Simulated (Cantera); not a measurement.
**Moist CO burnout**

An isothermal, constant-pressure homogeneous reactor starts with 0.207 % CO, 0.594 % O2, 4.90 % H2O, 94.3 % N2, equivalence ratio 0.17, at 1223 K and 7500 Torr.

Detailed kinetics in Cantera: GRI-Mech 3.0 (53 species, 325 reactions).

```tsv
t (s)	x CO	x O2	x H2O	x OH	x NO2
5.00e-6	0.00207	0.00594	0.0490	2.57e-11	<1e-12
1.82e-5	0.00207	0.00594	0.0490	1.62e-10	<1e-12
6.64e-5	0.00207	0.00594	0.0490	6.96e-10	<1e-12
0.000242	0.00207	0.00594	0.0490	2.63e-9	<1e-12
0.000882	0.00207	0.00594	0.0490	5.00e-8	<1e-12
0.00321	0.00193	0.00588	0.0490	1.38e-6	1.76e-12
0.0117	0.00137	0.00561	0.0490	1.24e-6	3.01e-11
0.0427	0.000517	0.00517	0.0490	8.66e-7	1.73e-10
0.156	5.78e-5	0.00494	0.0491	5.62e-7	3.16e-10
0.567	1.04e-7	0.00491	0.0491	6.02e-7	8.97e-12
2.07	2.80e-10	0.00491	0.0491	6.29e-7	5.02e-12
7.53	2.80e-10	0.00491	0.0491	6.29e-7	5.19e-12
27.4	2.80e-10	0.00491	0.0491	6.29e-7	5.79e-12
100	2.80e-10	0.00491	0.0491	6.29e-7	7.97e-12
```
x: mole fraction; the columns are a selection and need not sum to one.

Equilibrium at this temperature and pressure: CO 2.81e-10, O2 0.00489, H2O 0.0491, OH 6.28e-7, NO2 2.84e-7 (gas phase only).
